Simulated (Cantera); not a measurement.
Feed: 1 mol Si3N4, 18 mol H2, held at 20.0 Pa.

Equilibrium computed with Cantera from the NASA thermochemical tables; the gas is ideal and each condensed phase is pure. Candidate condensed phases: Si, Si3N4; 18 gas species. The tables' values for SiN are old estimates; treat these amounts as uncertain. Gases not in the tables: Si2H6 and higher silanes. Equilibrium is a limit: real reactors are often held back by kinetics, nucleation or transport.

log p: log10 of the partial pressure in bar; n: condensed amount in mol.

| T (°C) | log p H2 | log p H | log p Si | log p N2 | log p SiH | log p Si2 | log p Si3 | n Si(l) |
|---|---|---|---|---|---|---|---|---|
| 1450 | -3.75 | -5.62 | -6.01 | -4.70 | -7.73 | -8.33 | -8.94 | 2.90 |
| 1500 | -3.76 | -5.43 | -5.67 | -4.71 | -7.46 | -7.93 | -8.54 | 2.77 |
| 1550 | -3.77 | -5.25 | -5.35 | -4.72 | -7.21 | -7.54 | -8.17 | ? |
| 1600 | -3.79 | -5.08 | -5.05 | -4.73 | -6.98 | -7.18 | -7.82 | ? |
| 1650 | -3.81 | -4.93 | -4.77 | -4.75 | -6.76 | -6.84 | -7.49 | ? |
| 1700 | -3.85 | -4.79 | -4.61 | -4.78 | -6.68 | -6.74 | -7.52 | 0 |
| 1750 | -3.86 | -4.65 | -4.62 | -4.78 | -6.74 | -6.95 | -7.99 | 0 |
| 1800 | -3.89 | -4.52 | -4.62 | -4.79 | -6.81 | -7.16 | -8.46 | 0 |
| 1850 | -3.92 | -4.40 | -4.63 | -4.80 | -6.88 | -7.36 | -8.92 | 0 |
| 1900 | -3.95 | -4.29 | -4.65 | -4.82 | -6.95 | -7.56 | -9.36 | 0 |

Task: Complete the blanks.

Result: 
- 1550, n Si(l): 2.52
- 1600, n Si(l): 2.02
- 1650, n Si(l): 1.01
